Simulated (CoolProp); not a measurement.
Vapour-liquid equilibrium of isopentane (1) + toluene (2) at 103.75 °C; x and y are mole fractions of (1).

The numbers come from the multi-fluid Helmholtz-energy mixture model, Lemmon 2006 and Lemmon 2006; pair parameters Bell 2016 in CoolProp.

Task: Give the bubble pressure and the first vapour's composition at x = 0.05, 0.65, 0.95. Is there an azeotrope?

Result: x = 0.05: 124.5 kPa, y = 0.355; x = 0.65: 562.1 kPa, y = 0.926; x = 0.95: 746.2 kPa, y = 0.988. No azeotrope shows between x = 0.05 and 0.95.

The pair parameters rest on a limited set of measurements; away from them the model extrapolates.
